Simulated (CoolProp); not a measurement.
Properties of fluoroethane (R161) at several states (Tc = 375.2 K, pc = 5010 kPa, ω = 0.216).

Values from CoolProp's reference Helmholtz-energy equation of state, Wu 2012.

| T (K) | p (kPa) | phase | Z | cv (kJ/(kg K)) | isothermal compressibility (1/MPa) | expansivity (1/kK) |
|---|---|---|---|---|---|---|
| 279.1 | 19.5 | gas | 0.9963 | 1.010 | 51.47 | 3.627 |
| 346.8 | 5000 | liquid | 0.1384 | 1.595 | 0.01681 | 5.616 |
| 227.5 | 988 | liquid | 0.03024 | 1.356 | 0.001299 | 1.662 |
| 350.1 | 2790 | gas | 0.6668 | 1.493 | 0.6429 | 11.74 |
